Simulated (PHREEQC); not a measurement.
0.41 g of hydrous ferric oxide (600 m²/g; 0.2 weak and 0.005 strong sites per Fe, Dzombak-Morel constants, diffuse double layer) in 1 kg of water with 0.01 mol/kgw of an inert sodium salt and 0.00015 mol/kgw MnCl2 and 9.6e-05 mol/kgw BaCl2, at 25 °C; the pH is set by adding NaOH or the inert anion's acid. No oxygen is let in. CO2 from the air is kept out. Nothing may precipitate in this run.

All values are PHREEQC results (ion-association model, wateq4f.dat), not measurements.

| pH | Mn sorbed (%) | Ba sorbed (%) | surface charge σ (C/m²) | surface potential ψ (mV) |
|---|---|---|---|---|
| 3 | 0.0 | 0.0 | 0.327 | 201 |
| 3.38 | 0.0 | 0.0 | 0.292 | 197 |
| 3.75 | 0.0 | 0.0 | 0.250 | [?] |
| 4.12 | 0.0 | 0.0 | 0.206 | 180 |
| 4.88 | 0.1 | 0.0 | 0.127 | [?] |
| 5.25 | 0.3 | 0.0 | 0.096 | 142 |
| 5.62 | 1.2 | 0.0 | 0.071 | 127 |
| 6 | 4.4 | 0.0 | 0.051 | [?] |
| 6.38 | 10.5 | 0.1 | 0.036 | 93 |
| 6.75 | 17.1 | 0.1 | [?] | 76 |
| 7.12 | 28.8 | 0.1 | 0.017 | 59 |
| 7.88 | 80.5 | 0.3 | 0.007 | 27 |
| 8.25 | 94.5 | 1.0 | 0.002 | [?] |
| 8.62 | 98.8 | 3.9 | -0.002 | -9 |
| 9 | 99.7 | 12.9 | -0.007 | -27 |

**Question.** What belongs in the gaps?

**Answer.** 
- 3.75, surface potential ψ (mV): 190
- 4.88, surface potential ψ (mV): 156
- 6, surface potential ψ (mV): 110
- 6.75, surface charge σ (C/m²): 0.025
- 8.25, surface potential ψ (mV): 10

Complexes and solids missing from the database can't appear. The oxide is taken as insoluble; below pH 4 it would dissolve.
